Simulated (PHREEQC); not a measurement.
Dissolve 0.0037 mol NaCl, 0.13 mol FeCl2 and 5.6e-05 mol MgCl2 per kg of water at 25 °C. Closed to the air; pH follows from the charge balance.

Model: ion-association model with all activity coefficients set to 1, phreeqc.dat, run in PHREEQC.

This is a speciation only: nothing precipitates in the calculation.

Question: Estimate the pH, ionic strength.

Answer: pH 5.25; ionic strength 0.331 mol/kgw.

Question: In which forms is Cl present?

Answer: Cl- 88 %, FeCl+ 12 % of the Cl.
